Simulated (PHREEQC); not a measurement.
A solution holds 0.023 mol/kgw HF and 0.00067 mol/kgw NaF, at 25 °C. Closed to the air; pH follows from the charge balance.

Model: ion-association model, phreeqc.dat, run in PHREEQC.

```
quantity                    before    after
------------------------  --------  -------
pH                            2.47     2.81
ionic strength (mol/kgw)   0.00430   0.0704
HF (mol/kgw)                0.0191  0.00567
F- (mol/kgw)               0.00401  0.00313
HF2- (mol/kgw)            0.000293  6.79e-5
NaF (mol/kgw)              1.34e-6  7.52e-7
```

### Question
What was changed between the two runs?
(A) 0.00043 mol/kgw KHF2 added
(B) HF left out
(C) 0.00034 mol/kgw Na2CO3 added
(D) HF replaced by Cu(BF4)2 at the same molality
(E) temperature from 25 to 45 °C

### Answer
D, HF replaced by Cu(BF4)2 at the same molality

No solid was allowed to form. Real BF4- forms and hydrolyses slowly; the run takes it at equilibrium.
